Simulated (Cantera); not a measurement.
A closed system holds: 1 mol HI, 0.17 mol H₂O, held at 1152 °C and 0.000360 bar.

Equilibrium computed with Cantera from the NASA thermochemical tables; the gas is ideal and each condensed phase is pure. Candidate condensed phases: H₂O, I₂; 12 gas species. The numbers say what is thermodynamically allowed, not how fast it happens.

Base state: I 0.579, H₂ 0.290, H₂O 0.103, HI 0.0280, H 0.000193, I₂ 0.000154 (mole fractions); condensed: gas only.

**Question.** What changes in the equilibrium state with this change: HI replaced by HF?

**Answer.** 
```tsv
species	before	after
HF	0	0.855
H₂O	0.103	0.145
H₂	0.290	0.000379
I	0.579	0
HI	0.0280	0
O₂	<1e-9	0.000176
I₂	0.000154	0
```
